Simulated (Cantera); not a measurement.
Input: 1 mol MgO, 0.25 mol SO₂, 0.22 mol O₂, held at 0.133 bar.

Cantera equilibrium calculation (NASA polynomials, part measured and part estimated; ideal gas, pure solids and liquids). Candidate condensed phases: Mg, MgO, MgS, MgSO₄, S; 14 gas species. Equilibrium is a limit: real reactors are often held back by kinetics, nucleation or transport. All values below are at 1477 °C.

Base state: SO₂ 0.531, O₂ 0.468, SO₃ 0.00167, O 0.000140, SO 2.37e-5 (mole fractions); condensed: MgO(s).

**Question.** What changes in the equilibrium state with this change: 0.005 mol CH₄ added?

**Answer.** 
| species | before | after |
|---|---|---|
| SO₂ | 0.531 | 0.525 |
| O₂ | 0.468 | 0.441 |
| H₂O | 0 | 0.0208 |
| CO₂ | 0 | 0.0105 |
| OH | 0 | 0.000460 |
| SO₃ | 0.00167 | 0.00160 |
| O | 0.000140 | 0.000136 |
| SO | 2.37e-5 | 2.41e-5 |
| MgO(s), mol | 1.00 | 1.00 |
Further candidate phases: C, C₆H₆, C₇H₈, C₈H₁₈, H₂O, H₂SO₄, MgCO₃, Mg(OH)₂.
